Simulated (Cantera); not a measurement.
# Thermodynamics of fluorocarbon and chlorocarbon gases, feed CCl4 + H2

Charge: 1 mol CCl4, 9.1 mol H2.

Method: chemical equilibrium by Gibbs-energy minimisation in Cantera with the NASA 1993 tables (ideal gas, pure condensed phases). Candidate condensed phases: C, C6H6, C7H8, C8H18; 91 gas species. The numbers say what is thermodynamically allowed, not how fast it happens.

Q: Map the stable condensed phases over T = 1125, 1225, 1325, 1425, 1525, 1625, 1725, 1825, 1925, 2025, 2125, 2225, 2325 °C and P in Pa = 1, 5.2, 27, 140, 720, 3700, 19000, 100000.

A: 
```
T in °C \ P in Pa
              1    5.2     27    140    720   3700  19000 100000
   2325       A      A      B      B      B      B      B      B
   2225       A      B      B      B      B      B      B      B
   2125       B      B      B      B      B      B      B      B
   2025       B      B      B      B      B      B      B      B
   1925       B      B      B      B      B      B      B      B
   1825       B      B      B      B      B      B      B      B
   1725       B      B      B      B      B      B      B      B
   1625       B      B      B      B      B      B      B      B
   1525       B      B      B      B      B      B      B      B
   1425       B      B      B      B      B      B      B      B
   1325       B      B      B      B      B      B      B      B
   1225       B      B      B      B      B      B      B      B
   1125       B      B      B      B      B      B      B      B
```
A: gas only; B: C.
